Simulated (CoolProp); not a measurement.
CHF3 (R23) along the isotherm 238.9 K: Z from the reference equation and from simpler models built on Tc = 299.3 K, pc = 4.832 MPa, ω = 0.263; each cubic takes its own stable root.

Values from CoolProp's reference Helmholtz-energy equation of state, Penoncello 2003.

```csv
p (MPa),phase,reference,van der Waals,Redlich-Kwong,Soave-Redlich-Kwong,Peng-Robinson
0.453,gas,0.9195,0.9504,0.9366,0.9311,0.9267
0.906,liquid,0.02571,0.8952,(withheld),0.03060,0.02697
1.36,liquid,0.03851,0.8319,0.04818,(withheld),0.04035
1.81,liquid,0.05114,0.7560,0.06381,0.06071,0.05354
2.26,liquid,0.06372,0.1125,0.07929,0.07555,0.06665
2.72,liquid,0.07653,(withheld),0.09499,0.09063,0.07998
3.17,liquid,0.08902,0.1554,0.1102,0.1053,0.09295
3.62,liquid,0.1015,0.1763,0.1253,0.1199,0.1059
4.08,liquid,0.1141,0.1974,0.1407,0.1347,0.1190
4.53,liquid,0.1265,0.2178,0.1556,0.1491,0.1318
4.98,liquid,0.1388,0.2381,0.1704,(withheld),0.1445
5.44,liquid,0.1513,(withheld),0.1854,0.1780,0.1574
5.89,liquid,0.1636,0.2787,0.2000,0.1922,0.1700
6.34,liquid,0.1757,0.2985,0.2145,0.2064,0.1826
6.79,liquid,0.1879,0.3182,0.2290,0.2205,0.1951
7.25,liquid,0.2003,0.3382,0.2437,0.2348,0.2078
```

Question: Fill in the missing entries.

Answer: 
- 0.906, Redlich-Kwong: 0.8651
- 1.36, Soave-Redlich-Kwong: 0.04578
- 2.72, van der Waals: 0.1343
- 4.98, Soave-Redlich-Kwong: 0.1634
- 5.44, van der Waals: 0.2587

At some of these states van der Waals, Redlich-Kwong gives the other phase, because its saturation line lies elsewhere.
